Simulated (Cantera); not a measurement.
Input (Python, Cantera) and output of one run.

```python
import numpy as np
import cantera as ct

gas_names = """
    Br Br2 H HBr H2 N NH NH2 NH3 N2 N2H2 N2H4 Si SiBr SiBr2 SiBr3 SiBr4 SiH SiHBr3 SiH2 SiH2Br2 SiH3
    SiH3Br SiH4 SiN Si2 Si2N Si3
""".split()
cond_names = """
    Br2(cr) Br2(L) Si(cr) Si(L) Si3N4(a)
""".split()


# ... load() reads the species with a 1 bar reference pressure and builds the phases ...
atoms = {
    'Si': {'Si': 1},
    'HBr': {'H': 1, 'Br': 1},
    'N2': {'N': 2},
}
top_T = {'Si3N4(a)': 2400}  # K; cautious upper limits of use, not melting points


# ... equilibrate(T, P, feed) seeds the gas with the atoms and calls Mixture.equilibrate('TP', solver="vcs", rtol=1e-11, max_steps=5000) ...
results = []
feed = {'Si': 1, 'HBr': 3.1, 'N2': 7.7}  # mol
T = 1250  # K
P = 1000  # Pa
mix = equilibrate(T, P, feed)
results.append((T, P, feed, dict(zip(mix.species_names, mix.species_moles))))
x = sorted(zip(gas.X, gas.species_names), reverse=True)
print(f"T = {T:g} K  P = {P:g} Pa  gas = {mix.phase_moles(0):.4g} mol")
print("   x: " + "  ".join(f"{s} {v:.3e}" for v, s in x if v > 1e-06))
print("   condensed (mol): " + ("  ".join(f"{mix.phase(i).name} {mix.phase_moles(i):.4g}"
      for i in range(1, mix.n_phases) if mix.phase_moles(i) > 1e-12) or "none"))
```

It prints:

```
T = 1250 K  P = 1000 Pa  gas = 10.11 mol
   x: N2 7.077e-01  HBr 2.384e-01  H2 3.414e-02  SiBr4 1.497e-02  SiBr2 2.029e-03  Br 1.947e-03  SiBr3 7.589e-04  SiHBr3 4.621e-05  Br2 1.017e-05
   condensed (mol): Si3N4(a) 0.2733
```

These are equilibrium values from Cantera (NASA tables, ideal gas, pure condensed phases), not measurements of a reactor. N2 is the only nitrogen source here; it is nearly inert below about 1500 K, so the nitride shown seldom forms there in practice. The tables' values for SiBr3 are old estimates; treat these amounts as uncertain.
